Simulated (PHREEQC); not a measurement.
A column of 0.2 m (40 cells, dispersivity 0.01 m, 60 s a shift, diffusion coefficient 3e-10 m²/s) holds 0.27 eq of the database's cation exchanger X per kg of pore water, first in equilibrium with 0.046 mol KCl, 0.0039 mol CaCl2 and 1e-05 mol HCl per kg of water. It is flushed with 0.045 mol BaCl2, 0.00084 mol SrCl2, 0.066 mol LiCl and 1e-05 mol HCl per kg of water, at 40 °C. Values are for the last cell. CO2 from the air is kept out. Nothing may precipitate in this run.

The numbers come from PHREEQC with the ion-association model, phreeqc.dat.

Task: Predict Li in solution (mol/kgw), Ba in solution (mol/kgw), Sr in solution (mol/kgw), K in solution (mol/kgw) at pore volumes = 1.012, 2.812, 3.413, 3.612, 5.013.

Result: 
```csv
pore volumes,Li in solution (mol/kgw),Ba in solution (mol/kgw),Sr in solution (mol/kgw),K in solution (mol/kgw)
1.012,0.0123,4.99e-9,6.94e-11,0.0783
2.812,0.0673,0.00664,0.000115,0.0518
3.413,0.0672,0.0192,0.000343,0.0311
3.612,0.0670,0.0237,0.000425,0.0250
5.013,0.0662,0.0411,0.000759,0.00394
```

At this temperature some constants are extrapolated from 25 °C, and those without enthalpy data are left unchanged.
